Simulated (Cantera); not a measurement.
A closed system holds: 1 mol FeS, 3.6 mol SO₂, 0.63 mol N₂, at 27.0 mbar.

Equilibrium computed with Cantera from the NASA thermochemical tables; the gas is ideal and each condensed phase is pure. Candidate condensed phases: Fe, FeO, FeS, FeSO₄, FeS₂, Fe₂O₃, Fe₂(SO₄)₃, Fe₃O₄, S; 19 gas species. Mutual solubility and eutectic melting of coexisting phases are not modelled. The tables' stoichiometric FeO is somewhat more stable than real wüstite, so its field is too wide. FeO, FeS: taken at fixed stoichiometry. Gases not in the tables: S₃ to S₇. The numbers say what is thermodynamically allowed, not how fast it happens.

x: gas mole fraction; n: condensed amount in mol.

```
T (K)  x SO₂      x S₂   x N₂      x SO         x S     x S₂O      x Fe  n FeS₂(s)  n Fe₃O₄(s)  n FeS(s)  n FeO(s)  n FeO(l)
-----  -----  --------  -----  --------  ----------  --------  --------  ---------  ----------  --------  --------  --------
673    0.841  0.000218  0.158   1.48e-8      <1e-12   4.91e-5    <1e-12      0.624       0.125         0         0         0
773    0.837   0.00425  0.158   5.17e-7  (withheld)  0.000414    <1e-12      0.611       0.130         0         0         0
873    0.828    0.0219  0.148   6.78e-6  (withheld)   0.00131    <1e-12          0      0.0390     0.883         0         0
973    0.813    0.0375  0.148   4.30e-5  (withheld)   0.00184    <1e-12          0      0.0663     0.801         0         0
1073   0.792    0.0580  0.147  0.000192  (withheld)   0.00241    <1e-12          0       0.102     0.693         0         0
1173   0.767    0.0826  0.146  0.000660  (withheld)   0.00298  2.03e-12          0       0.146     0.561         0         0
1273   0.739     0.110  0.146   0.00185  (withheld)   0.00352  1.59e-10          0       0.196     0.411         0         0
1373   0.687     0.163  0.141   0.00454  (withheld)   0.00443   5.49e-9          0           0         0      1.00         0
1473   0.684     0.162  0.140   0.00930  (withheld)   0.00430   9.96e-8          0           0         0      1.00         0
1573   0.679     0.159  0.140    0.0173  (withheld)   0.00415   1.24e-6          0           0         0     1.000         0
1673   0.670     0.156  0.140    0.0298  (withheld)   0.00397   1.10e-5          0           0         0         0     1.000
1773   0.658     0.150  0.139    0.0478  (withheld)   0.00377   6.99e-5          0           0         0         0     1.000
1873   0.641     0.142  0.138    0.0721  (withheld)   0.00352  0.000361          0           0         0         0     0.998
1973   0.619     0.131  0.136     0.103  (withheld)   0.00321   0.00156          0           0         0         0     0.992
```

Q: Some entries are withheld; supply them.

A: 
- 773, x S: 1.35e-12
- 873, x S: 1.43e-10
- 973, x S: 3.96e-9
- 1073, x S: 5.94e-8
- 1173, x S: 5.60e-7
- 1273, x S: 3.70e-6
- 1373, x S: 2.00e-5
- 1473, x S: 7.24e-5
- 1573, x S: 0.000222
- 1673, x S: 0.000592
- 1773, x S: 0.00140
- 1873, x S: 0.00300
- 1973, x S: 0.00586
